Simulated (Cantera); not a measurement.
**Carbothermic reduction: PbO + CO + H2**

Input: 1 mol PbO, 2.6 mol CO, 1.9 mol H2, at 18.0 Torr.

These are equilibrium values from Cantera (NASA tables, ideal gas, pure condensed phases), not measurements of a reactor. Candidate condensed phases: C, C6H6, C7H8, C8H18, H2O, Pb, PbO, PbO2, Pb3O4; 113 gas species. The numbers say what is thermodynamically allowed, not how fast it happens.

From 1073 K to 1323 K the condensed part is Pb(l). From 1373 K to 1423 K nothing is condensed. The main Pb-bearing gas is Pb throughout.

```tsv
T (K)	x CO	x H2	x Pb	x CO2	x H2O	x Pb2	x H	x PbO	n Pb(l)
1073	0.445	0.331	0.00305	0.131	0.0902	2.64e-8	5.20e-8	6.25e-9	0.986
1123	0.450	0.322	0.00761	0.124	0.0968	1.22e-7	1.56e-7	3.18e-8	0.965
1173	0.452	0.313	0.0176	0.116	0.102	4.94e-7	4.25e-7	1.40e-7	0.920
1223	0.448	0.300	0.0378	0.108	0.106	1.77e-6	1.06e-6	5.42e-7	0.823
1273	0.435	0.283	0.0765	0.0987	0.106	5.74e-6	2.45e-6	1.88e-6	0.627
1323	0.406	0.258	0.147	0.0871	0.103	1.69e-5	5.20e-6	5.93e-6	0.227
1373	0.393	0.244	0.182	0.0799	0.102	2.13e-5	1.06e-5	1.16e-5	0
1423	0.396	0.240	0.182	0.0766	0.105	1.77e-5	2.10e-5	1.78e-5	0
```
x: gas mole fraction; n: condensed amount in mol.
